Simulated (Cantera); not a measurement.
Source: NASA polynomial tables (part measured, part estimated), evaluated in Cantera. Values are per mole of reaction as written; species without (g) are pure solids or liquids, kept so even where they would boil at 1 bar.

H(g) + CsCl ⇌ HCl(g) + Cs(g), with ΔH° = 209.0 kJ and ΔS° = 146.5 J/K at 300 K.

How far is the shortcut ΔG° ≈ ΔH°(300 K) − T·ΔS°(300 K) from the full temperature-dependent value at 498, 648, 798, 948, 1098, 1248, 1398 K?


```
T (K)  shortcut (kJ)  full (kJ)  difference (kJ)  difference in log10 K  condensed phases
-----  -------------  ---------  ---------------  ---------------------  ----------------
498            136.1      137.4             -1.3                   0.14           CsCl(s)
648            114.1      117.9             -3.9                   0.31           CsCl(s)
798             92.1       99.8             -7.7                   0.50           CsCl(s)
948             70.2       83.6            -13.5                   0.74           CsCl(l)
1098            48.2       70.5            -22.4                   1.06           CsCl(l)
1248            26.2       58.4            -32.1                   1.35           CsCl(l)
1398             4.2       47.0            -42.7                   1.60           CsCl(l)
```
The shortcut ignores heat capacities and the phase changes listed.
